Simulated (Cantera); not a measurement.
Ignition delay

Mixture: CH₄ : CO : O₂ : N₂ : H₂ = 1 : 0.51 : 3.82 : 14.4 : 0.075 (molar parts), at 38.0 bar, adiabatic and at constant pressure. Ignition delay is the time to a rise of 400 K.

Model: GRI-Mech 3.0 (53 species, 325 reactions), integrated in Cantera. The pressure lies above the range GRI-Mech 3.0 was tuned for (to about 10 atm).

| T0 (K) | delay (ms) |
|---|---|
| 1200 | 0.692 |
| 1275 | 0.294 |
| 1350 | 0.138 |
| 1425 | 0.0696 |
| 1500 | 0.0372 |
| 1575 | 0.0208 |
| 1650 | 0.0122 |
| 1725 | 0.00735 |
| 1800 | 0.00460 |
| 1875 | 0.00297 |

```json
{
 "apparent activation energy between 1725 and 1875 K": "160 kJ/mol"
}
```
